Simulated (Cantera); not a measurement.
A closed system holds: 1 mol PbO, 1.1 mol C, 0.4 mol N₂, at 1623 K and 101000 Pa.

These are equilibrium values from Cantera (NASA tables, ideal gas, pure condensed phases), not measurements of a reactor. Candidate condensed phases: C, Pb, PbO, PbO₂, Pb₃O₄; 27 gas species. Kinetics and transport are ignored.

Base state: CO 0.662, N₂ 0.265, Pb 0.0724, CO₂ 0.000109, Pb₂ 6.23e-5 (mole fractions); condensed: C(graphite) + Pb(l).

What changes in the equilibrium state with this change: pressure from 101000 Pa to 10000 Pa?


```
species             before     after
----------------  --------  --------
CO                   0.662     0.417
Pb                  0.0724     0.416
N₂                   0.265     0.167
CO₂               0.000109   4.24e-6
Pb₂                6.23e-5  0.000203
C(graphite), mol     0.100     0.100
Pb(l), mol           0.891         0
```

What changes in the equilibrium state with this change: 0.0074 mol CH₄ added?


```json
[
 {"species": "CO", "before": "0.662", "after": "0.655"},
 {"species": "N₂", "before": "0.265", "after": "0.262"},
 {"species": "Pb", "before": "0.0724", "after": "0.0724"},
 {"species": "H₂", "before": "0", "after": "0.00963"},
 {"species": "HCN", "before": "0", "after": "0.000118"},
 {"species": "CO₂", "before": "0.000109", "after": "0.000106"},
 {"species": "Pb₂", "before": "6.23e-5", "after": "6.23e-5"},
 {"species": "C(graphite), mol", "before": "0.100", "after": "0.107"},
 {"species": "Pb(l), mol", "before": "0.891", "after": "0.889"}
]
```
Further candidate phases: C₆H₆, C₇H₈, C₈H₁₈, H₂O.
